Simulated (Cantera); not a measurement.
Charge: 1 mol Si, 0.76 mol HCl, 1.5 mol H₂, at 1125 K and 0.100 bar.

Equilibrium computed with Cantera from the NASA thermochemical tables; the gas is ideal and each condensed phase is pure. Candidate condensed phases: Si; 19 gas species. The tables' values for SiCl₃ are old estimates; treat these amounts as uncertain. The numbers say what is thermodynamically allowed, not how fast it happens.

Problem. What is the equilibrium state?

Solution. 
```
Quantity        Value
----------  ---------
x(H₂)           0.866
x(SiCl₄)       0.0585
x(HCl)         0.0448
x(SiHCl₃)      0.0196
x(SiCl₂)      0.00491
x(SiCl₃)      0.00483
x(SiH₂Cl₂)   0.000810
x(SiH₃Cl)     8.92e-6
n(Si(s))    0.815 mol
gas amount  2.090 mol
```
